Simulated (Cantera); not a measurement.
Feed: 1 mol TEOS, 6.5 mol NO, 1.4 mol H2, equilibrated at 20.3 Torr.

Method: chemical equilibrium by Gibbs-energy minimisation in Cantera with the NASA 1993 tables (ideal gas, pure condensed phases). Candidate condensed phases: C, C6H6, C7H8, C8H18, H2O, Si, SiC, SiO2, Si2N2O, Si3N4; 151 gas species. The feed counts by its element totals alone. The tables hold silica as quartz up to 1696 K and as liquid above; real silica turns to tridymite and cristobalite and melts near 1996 K. Kinetics and transport are ignored.

Problem. At 1702 °C, list the 5 most abundant gas species with their mole fractions, and the condensed phases.

Solution. H2 0.451, CO 0.338, N2 0.140, H2O 0.0371, SiO 0.0218. Condensed: SiO2(condensed).
